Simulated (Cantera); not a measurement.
A perfectly stirred reactor is fed with C3H8 : O2 : N2 = 1 : 3.57 : 13.4 (molar parts), at 9.50 bar; it is adiabatic with a 550 K inlet, and is followed from long to short residence time, starting on the burning branch (τ in s: 0.044, 0.021, 0.01, 0.0048, 0.0023, 0.0011, 0.00052, 0.00025, 0.00012, 5.6e-05, 2.7e-05).

Model: GRI-Mech 3.0 (53 species, 325 reactions), integrated in Cantera. GRI-Mech 3.0 was tuned for natural gas; its chemistry of propane as a main component is partial and can be far from experiment.

**Question.** What does this change do: C3H8 1 to 0.67 parts?

**Answer.** 
```csv
quantity,before,after
"blow-out, bracketed by the residence times tried","burning at 56.0 µs, out at 27.0 µs","burning at 27.0 µs, the shortest tried"
x(C3H8) at τ = 44.0 ms,1.48e-7,5.06e-8
x(O2) at τ = 44.0 ms,3.89e-5,0.0132
x(CH2O) at τ = 44.0 ms,7.64e-7,1.14e-7
x(CH3) at τ = 44.0 ms,1.23e-5,2.27e-7
x(CO2) at τ = 44.0 ms,0.0543,0.103
x(C3H8) at τ = 1.10 ms,4.49e-6,1.72e-6
x(O2) at τ = 1.10 ms,0.000775,0.0166
x(CH2O) at τ = 1.10 ms,1.40e-5,3.50e-6
x(CH3) at τ = 1.10 ms,0.000180,6.22e-6
x(CO2) at τ = 1.10 ms,0.0545,0.0986
```

**Question.** What does this change do: pressure from 9.50 bar to 1.01 bar?

**Answer.** 
| quantity | before | after |
|---|---|---|
| blow-out, bracketed by the residence times tried | burning at 56.0 µs, out at 27.0 µs | burning at 0.120 ms, out at 56.0 µs |
| x(C3H8) at τ = 44.0 ms | 1.48e-7 | 4.14e-7 |
| x(O2) at τ = 44.0 ms | 3.89e-5 | 0.000164 |
| x(CH2O) at τ = 44.0 ms | 7.64e-7 | 1.16e-6 |
| x(CH3) at τ = 44.0 ms | 1.23e-5 | 1.28e-5 |
| x(CO2) at τ = 44.0 ms | 0.0543 | 0.0542 |
| x(C3H8) at τ = 1.10 ms | 4.49e-6 | 9.65e-6 |
| x(O2) at τ = 1.10 ms | 0.000775 | 0.00168 |
| x(CH2O) at τ = 1.10 ms | 1.40e-5 | 1.71e-5 |
| x(CH3) at τ = 1.10 ms | 0.000180 | 0.000149 |
| x(CO2) at τ = 1.10 ms | 0.0545 | 0.0530 |

**Question.** What does this change do: pressure from 9.50 bar to 0.360 bar?

**Answer.** 
```csv
quantity,before,after
"blow-out, bracketed by the residence times tried","burning at 56.0 µs, out at 27.0 µs","burning at 0.250 ms, out at 0.120 ms"
x(C3H8) at τ = 44.0 ms,1.48e-7,6.93e-7
x(O2) at τ = 44.0 ms,3.89e-5,0.000442
x(CH2O) at τ = 44.0 ms,7.64e-7,1.50e-6
x(CH3) at τ = 44.0 ms,1.23e-5,1.39e-5
x(CO2) at τ = 44.0 ms,0.0543,0.0542
x(C3H8) at τ = 1.10 ms,4.49e-6,2.16e-5
x(O2) at τ = 1.10 ms,0.000775,0.00337
x(CH2O) at τ = 1.10 ms,1.40e-5,3.39e-5
x(CH3) at τ = 1.10 ms,0.000180,0.000277
x(CO2) at τ = 1.10 ms,0.0545,0.0513
```
